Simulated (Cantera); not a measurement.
Charge: 1 mol Ta, 3.8 mol O2, at 1525 K and 0.00240 bar.

Cantera equilibrium calculation (NASA polynomials, part measured and part estimated; ideal gas, pure solids and liquids). Candidate condensed phases: Ta, Ta2O5; 6 gas species. Kinetics and transport are ignored.

Base state: O2 1.000, O 0.000116 (mole fractions); condensed: Ta2O5(s).

Task: What changes in the equilibrium state with this change: temperature from 1525 K to 2425 K?

Result: 
```csv
species,before,after
O2,1.000,0.815
O,0.000116,0.182
TaO2,<1e-9,0.00289
"Ta2O5(s), mol",0.500,0
"Ta2O5(l), mol",0,0.496
```
